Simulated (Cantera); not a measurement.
Feed: 1 mol SO2, 0.21 mol O2, equilibrated at 0.133 bar.

These are equilibrium values from Cantera (NASA tables, ideal gas, pure condensed phases), not measurements of a reactor. Candidate condensed phases: S; 10 gas species. The numbers say what is thermodynamically allowed, not how fast it happens.

log p: log10 of the partial pressure in bar; nothing condenses.

| T (°C) | log p SO2 | log p O2 | log p SO3 | log p SO | log p O |
|---|---|---|---|---|---|
| 727 | -1.01 | -1.84 | -1.67 | -11.81 | -10.72 |
| 877 | -0.97 | -1.68 | -2.22 | -9.79 | -8.92 |
| 1027 | -0.96 | -1.65 | -2.70 | -8.21 | -7.58 |
| 1177 | -0.96 | -1.64 | … | … | … |
| 1327 | -0.96 | -1.64 | -3.41 | -5.94 | -5.66 |
| 1477 | -0.96 | -1.64 | -3.68 | -5.09 | -4.94 |
| 1627 | -0.96 | -1.64 | … | … | … |
| 1777 | -0.96 | -1.64 | -4.09 | -3.78 | -3.83 |
| 1927 | -0.96 | -1.64 | -4.25 | -3.26 | -3.39 |

Fill in the missing entries.


- 1627, log p SO3: -3.90
- 1627, log p SO: -4.38
- 1627, log p O: -4.34
- 1177, log p SO3: -3.09
- 1177, log p SO: -6.96
- 1177, log p O: -6.52
